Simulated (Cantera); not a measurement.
What does this Cantera script print?

```python
import numpy as np
import cantera as ct

gas_names = """
    CL CL2 H HCL H2 Si SiCL SiCL2 SiCL3 SiCL4 SiH SiHCL3 SiH2 SiH2CL2 SiH3 SiH3CL SiH4 Si2 Si3
""".split()
cond_names = """
    Si(cr) Si(L)
""".split()


def load(file, names, dense=False):
    # The tables refer to 1 bar. Condensed volumes are neglected.
    table = {s.name: s for s in ct.Species.list_from_file(file)}
    out = []
    for n in names:
        d = dict(table[n].input_data)
        d["thermo"] = dict(d["thermo"], **{"reference-pressure": 1e5})
        if dense:
            d["equation-of-state"] = {"model": "constant-volume", "density": "1e6 g/cm^3"}
        out.append(ct.Species.from_dict(d))
    return out


gas = ct.Solution(thermo="ideal-gas", species=load("nasa_gas.yaml", gas_names))
cond = {s.name: ct.Solution(thermo="fixed-stoichiometry", species=[s], name=s.name)
        for s in load("nasa_condensed.yaml", cond_names, dense=True)}
atoms = {
    'Si': {'Si': 1},
    'Cl2': {'CL': 2},
    'H2': {'H': 2},
}
top_T = {}  # K; cautious upper limits of use, not melting points


def equilibrate(T, P, feed):
    n = {}
    for name, mol in feed.items():
        for a, k in atoms[name].items():
            n[a] = n.get(a, 0.0) + k * mol
    gas.TPX = T, P, n
    mass = sum(n.values()) * gas.mean_molecular_weight
    gas.equilibrate("TP")
    valid = [c for c in cond.values() if c.min_temp <= T <= top_T.get(c.name, c.max_temp)]
    mix = ct.Mixture([(gas, mass / gas.mean_molecular_weight)] + [(c, 0.0) for c in valid])
    mix.T, mix.P = T, P
    mix.equilibrate("TP", solver="vcs", rtol=1e-11, max_steps=5000)
    return mix


results = []
feed = {'Si': 1, 'Cl2': 3, 'H2': 13}  # mol
P = 10000  # Pa
for T in [875, 950, 1025, 1100, 1175, 1250, 1325, 1400, 1475, 1550, 1625]:
    mix = equilibrate(T, P, feed)
    results.append((T, P, feed, dict(zip(mix.species_names, mix.species_moles))))

top = {s: max(r[3][s] / sum(r[3][g] for g in gas_names) for r in results) for s in gas_names}
cols = sorted((s for s in top if top[s] > 0.0001), key=lambda s: -top[s])[:9]
seen = [c for c in cond_names if any(r[3].get(c, 0) > 1e-12 for r in results)]
print("log10 of partial pressures in bar; condensed amounts in mol")
print(f"{'T/K':>10s}" + "".join(f"{s[:9]:>10s}" for s in cols + seen))
for T, P, feed, n in results:
    ng = sum(n[g] for g in gas_names)
    print(f"{T:10.4g}" + "".join(f"{np.log10(max(n[s] / ng * P / 1e5, 1e-99)):10.3f}" for s in cols)
          + "".join(f"{n.get(c, 0):10.4g}" for c in seen))
```

Output:

```
log10 of partial pressures in bar; condensed amounts in mol
       T/K        H2       HCL     SiCL4     SiCL2     SiCL3    SiHCL3   SiH2CL2         H
       875    -1.097    -1.872    -2.182    -8.210    -6.077    -4.067    -6.991   -10.848
       950    -1.098    -1.869    -2.188    -6.809    -5.260    -3.755    -6.316    -9.804
      1025    -1.099    -1.864    -2.199    -5.629    -4.574    -3.500    -5.756    -8.910
      1100    -1.100    -1.854    -2.220    -4.636    -4.000    -3.297    -5.296    -8.138
      1175    -1.104    -1.835    -2.260    -3.819    -3.534    -3.156    -4.944    -7.463
      1250    -1.111    -1.798    -2.344    -3.197    -3.198    -3.106    -4.734    -6.871
      1325    -1.123    -1.743    -2.499    -2.777    -3.006    -3.170    -4.684    -6.348
      1400    -1.136    -1.688    -2.741    -2.522    -2.946    -3.339    -4.760    -5.881
      1475    -1.147    -1.650    -3.064    -2.378    -2.987    -3.585    -4.911    -5.461
      1550    -1.154    -1.628    -3.436    -2.302    -3.092    -3.873    -5.097    -5.079
      1625    -1.158    -1.617    -3.823    -2.263    -3.226    -4.171    -5.291    -4.730
```

These are equilibrium values from Cantera (NASA tables, ideal gas, pure condensed phases), not measurements of a reactor. The tables' values for SiCl3 are old estimates; treat these amounts as uncertain.
